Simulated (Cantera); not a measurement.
An isothermal, constant-pressure homogeneous reactor starts with 53.0 % CH4, 41.8 % H2O, 5.19 % H2, at 1448 K and 100000 Pa.

Cantera simulation using GRI-Mech 3.0 (53 species, 325 reactions); the numbers are that mechanism's predictions, not measurements.

One state of this run: x CH4 = 0.291; x H2O = 0.353; x H2 = 0.275; x CH2 = 1.49e-9; x O = <1e-12. x: mole fraction; the columns are a selection and need not sum to one.

Problem. Which value of t (s) does it belong to?
A) 0.00220
B) 2.00
C) 0.0283
D) 0.853

Solution. D, 0.853
